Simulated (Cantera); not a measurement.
# Gas activation for diamond growth

An isothermal, constant-pressure homogeneous reactor starts with 1.28 % CH₄, 98.1 % H₂, 0.589 % CO₂, at 2350 K and 0.280 bar.

Computed with Cantera and GRI-Mech 3.0 (53 species, 325 reactions). GRI-Mech 3.0 stops at C3 and has no aromatics, soot or wall deposition, so with more carbon than oxygen in the feed, carbon stays in small species such as C2H2 where larger ones or solid carbon would form.

```tsv
t (s)	x CH₄	x H₂	x CO₂	x H	x OH	x O₂	x C₂H₂
2.00e-6	0.0127	0.981	0.00589	0.000179	5.17e-8	<1e-12	7.48e-11
1.50e-5	0.0124	0.980	0.00582	0.00146	4.42e-7	<1e-12	1.91e-7
0.000112	0.0102	0.970	0.00345	0.00956	5.72e-6	3.90e-11	0.000255
0.000843	0.00219	0.961	5.98e-6	0.0196	1.90e-5	5.87e-10	0.00456
0.00632	0.000362	0.960	5.28e-6	0.0226	1.54e-5	3.92e-10	0.00499
0.0474	0.000127	0.962	1.11e-6	0.0232	2.34e-6	9.12e-12	0.00352
0.356	3.94e-5	0.962	3.04e-10	0.0233	6.13e-10	<1e-12	0.00330
2.67	3.94e-5	0.962	2.86e-10	0.0233	5.76e-10	<1e-12	0.00330
20.0	3.94e-5	0.962	2.86e-10	0.0233	5.76e-10	<1e-12	0.00330
```
x: mole fraction; the columns are a selection and need not sum to one.

Equilibrium at this temperature and pressure: CH₄ 3.96e-5, H₂ 0.962, CO₂ 2.88e-10, H 0.0233, OH 5.81e-10, O₂ <1e-12, C₂H₂ 0.00330 (gas phase only).
